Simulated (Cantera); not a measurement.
Cantera run, input and output.

```python
import numpy as np
import cantera as ct

gas = ct.Solution("gri30.yaml")
gas.TP = 300, 130000
flame = ct.CounterflowDiffusionFlame(gas, width=0.02)
flame.fuel_inlet.X, flame.fuel_inlet.T = {'CH3OH': 1, 'N2': 0.6}, 425
flame.oxidizer_inlet.X, flame.oxidizer_inlet.T = {'O2': 0.26, 'N2': 0.74}, 350
flame.set_refine_criteria(ratio=3, slope=0.12, curve=0.24, prune=0.03)
show = ['OH', 'H', 'NO', 'CO', 'C2H2']

rows = []
print(f"{'mdot':>8s}{'a_max':>10s}{'a_mean':>10s}{'Tmax/K':>9s}" + "".join(f"{s:>11s}" for s in show) + "   (peak mole fractions)")
for i, mdot in enumerate([0.33, 0.45, 0.61, 0.85, 1.2, 1.6, 2.2]):  # kg/m2/s on the oxidiser side
    flame.oxidizer_inlet.mdot, flame.fuel_inlet.mdot = mdot, 0.81 * mdot
    flame.solve(loglevel=0, auto=(i == 0))
    if flame.T.max() < max(425, 350) + 100:
        print(f"{mdot:8.3g}  no burning solution found from the previous one")
        break
    dT = np.abs(np.gradient(flame.T, flame.grid))
    rows.append([flame.strain_rate("max"), flame.strain_rate("mean"), flame.T.max(),
                 *(flame.X[gas.species_index(s)].max() for s in show), max(dT[0], dT[-1]) / dT.max()])
    print(f"{mdot:8.3g}{rows[-1][0]:10.1f}{rows[-1][1]:10.1f}{rows[-1][2]:9.1f}" + "".join(f"{x:11.3e}" for x in rows[-1][3:-1]))
```

It prints:

```
    mdot     a_max    a_mean   Tmax/K         OH          H         NO         CO       C2H2   (peak mole fractions)
    0.33     132.8      24.6   2224.2  1.024e-02  4.845e-03  1.769e-04  1.605e-01  6.798e-05
    0.45     174.0      33.6   2196.7  1.049e-02  5.380e-03  1.387e-04  1.592e-01  8.445e-05
    0.61     227.5      45.5   2166.6  1.069e-02  5.936e-03  1.086e-04  1.577e-01  1.036e-04
    0.85     305.7      63.4   2129.0  1.083e-02  6.550e-03  8.309e-05  1.559e-01  1.277e-04
     1.2     417.2      89.5   2089.0  1.092e-02  7.231e-03  6.460e-05  1.537e-01  1.565e-04
     1.6     542.1     119.3   2055.9  1.098e-02  7.816e-03  5.390e-05  1.519e-01  1.835e-04
     2.2     726.6     164.1   2021.6  1.103e-02  8.485e-03  4.558e-05  1.501e-01  2.158e-04
```

Cantera simulation using GRI-Mech 3.0 (53 species, 325 reactions); the numbers are that mechanism's predictions, not measurements. GRI-Mech 3.0 was tuned for natural gas; its chemistry of methanol as a main component is partial and can be far from experiment. GRI-Mech 3.0 has no aromatics or soot, which form on the fuel side of real flames. The maximum strain rate includes the flame's own expansion and is several times the mean.
